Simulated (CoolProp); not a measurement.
The fluid at 360.12 K and 0.65 MPa flows at 6.8 m/s in a round tube of 10 mm bore and 15 µm roughness, fully developed (64/Re and Nu = 3.66 if laminar; Colebrook and Gnielinski if turbulent). The same conditions are run with several fluids, on thermodynamics alone (safety and materials aside).

Values from CoolProp's reference Helmholtz-energy equation of state of each fluid (C2F6 (R116): Lemmon 2006; propylene: Lemmon 2013; R143a: Lemmon and Jacobsen 2000; R124: de Vries 1995).

```
fluid        Reynolds number  Darcy friction factor  pressure drop (Pa/m)  heat-transfer coefficient (W/(m² K))  mass flow (kg/h)
-----------  ---------------  ---------------------  --------------------  ------------------------------------  ----------------
C2F6 (R116)           123000                 0.0234            (withheld)                                   607              59.7
propylene              62600                 0.0247                   551                            (withheld)              18.5
R143a             (withheld)                 0.0238                  1060                            (withheld)              37.2
R124                  141000                 0.0232            (withheld)                                   634              62.7
```

Question: What belongs in the gaps?

Answer: 
- C2F6 (R116), pressure drop (Pa/m): 1680
- propylene, heat-transfer coefficient (W/(m² K)): 410
- R143a, Reynolds number: 97000
- R143a, heat-transfer coefficient (W/(m² K)): 500
- R124, pressure drop (Pa/m): 1750

Transport values come from each fluid's own correlations; those of C2F6 (R116), propylene, R143a, R124 are estimates that may be off by 10 % or more.
